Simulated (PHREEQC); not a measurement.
A column of 0.1 m (40 cells, dispersivity 0.008 m, 60 s a shift, diffusion coefficient 3e-10 m²/s) holds 0.0054 eq of the database's cation exchanger X per kg of pore water, first in equilibrium with 0.0056 mol/kgw CaCl2, 0.0027 mol/kgw PbCl2 and 1e-05 mol/kgw HCl. It is flushed with 0.00087 mol CdCl2, 0.0043 mol KCl and 1e-05 mol HCl per kg of water, at 25 °C. Values are for the last cell. The system is closed to CO2. Precipitation was switched off in this run.

Equilibrium calculation in PHREEQC: ion-association model, phreeqc.dat.

```
pore volumes  K in solution (mol/kgw)  Cd in solution (mol/kgw)  Ca in solution (mol/kgw)  Pb in solution (mol/kgw)  Cl in solution (mol/kgw)
------------  -----------------------  ------------------------  ------------------------  ------------------------  ------------------------
0                                   0                         0                   0.00560                   0.00270                    0.0166
0.5125                       0.000123                   1.49e-5                   0.00535                   0.00257                    0.0160
0.8875                        0.00127                  0.000127                (withheld)                   0.00165                    0.0118
1.387                         0.00278                  0.000216                   0.00149                  0.000705                   0.00761
1.762                         0.00340                  0.000253                  0.000878                  0.000434                (withheld)
2.263                         0.00385                  0.000324                  0.000533                  0.000288                   0.00614
2.638                         0.00403                  0.000390                  0.000398                  0.000233                   0.00608
3.138                         0.00415                (withheld)                  0.000282                  0.000185                   0.00605
3.513                         0.00420                  0.000542                  0.000220                  0.000158                   0.00605
4.013                         0.00424                  0.000614                  0.000158                  0.000129                   0.00605
```

Problem. What belongs in the gaps?

Solution. 
- 0.8875, Ca in solution (mol/kgw): 0.00351
- 1.762, Cl in solution (mol/kgw): 0.00654
- 3.138, Cd in solution (mol/kgw): 0.000480

Complexes and solids missing from the database can't appear.
